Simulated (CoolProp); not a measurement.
Vapour-liquid equilibrium of CHF3 (R23) (1) + CH2F2 (R32) (2) at 0.254 MPa; x and y are mole fractions of (1).

Model: multi-fluid Helmholtz-energy mixture model, Penoncello 2003 and Tillner-Roth 1997; pair parameters Bell 2016, in CoolProp.

```json
[
 {"x": "0.05", "bubble temperature, mixture model (K)": "238.3", "bubble temperature, Raoult's law (K)": "238.3", "y, mixture model": "0.156", "y, Raoult's law": "0.167"},
 {"x": "0.2", "bubble temperature, mixture model (K)": "230.6", "bubble temperature, Raoult's law (K)": "230.5", "y, mixture model": "0.485", "y, Raoult's law": "0.504"},
 {"x": "0.35", "bubble temperature, mixture model (K)": "224.5", "bubble temperature, Raoult's law (K)": "224.5", "y, mixture model": "0.680", "y, Raoult's law": "0.698"},
 {"x": "0.5", "bubble temperature, mixture model (K)": "219.7", "bubble temperature, Raoult's law (K)": "219.7", "y, mixture model": "0.803", "y, Raoult's law": "0.818"},
 {"x": "0.65", "bubble temperature, mixture model (K)": "215.8", "bubble temperature, Raoult's law (K)": "215.8", "y, mixture model": "0.885", "y, Raoult's law": "0.897"},
 {"x": "0.8", "bubble temperature, mixture model (K)": "212.5", "bubble temperature, Raoult's law (K)": "212.4", "y, mixture model": "0.943", "y, Raoult's law": "0.951"},
 {"x": "0.95", "bubble temperature, mixture model (K)": "209.6", "bubble temperature, Raoult's law (K)": "209.6", "y, mixture model": "0.987", "y, Raoult's law": "0.990"}
]
```

The largest gap from Raoult's law is +0.1 K in bubble temperature, at x = 0.2. No azeotrope shows between x = 0.05 and 0.95.

The pair parameters rest on a limited set of measurements; away from them the model extrapolates.
